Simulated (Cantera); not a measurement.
Charge: 1 mol toluene, 5.1 mol CO₂, equilibrated at 2873.15 K and 10.5 Torr.

These are equilibrium values from Cantera (NASA tables, ideal gas, pure condensed phases), not measurements of a reactor. Candidate condensed phases: C, C₆H₆, C₇H₈, C₈H₁₈, H₂O; 110 gas species. Kinetics and transport are ignored.

Base state: CO 0.613, H 0.277, H₂ 0.0970, C₃ 0.00542, C₂H₂ (acetylene) 0.00411, C₂H 0.00166, C 0.00103, C₂ 0.000537 (mole fractions); condensed: C(graphite).

What changes in the equilibrium state with this change: toluene replaced by C?


| species | before | after |
|---|---|---|
| CO | 0.613 | 0.611 |
| O | 1.39e-8 | 0.187 |
| CO₂ | 8.10e-9 | 0.108 |
| H | 0.277 | 0 |
| H₂ | 0.0970 | 0 |
| O₂ | <1e-9 | 0.0942 |
| C₃ | 0.00542 | <1e-9 |
| C₂H₂ (acetylene) | 0.00411 | 0 |
| C₂H | 0.00166 | 0 |
| C | 0.00103 | <1e-9 |
| C₂ | 0.000537 | <1e-9 |
| C(graphite), mol | 1.39 | 0 |
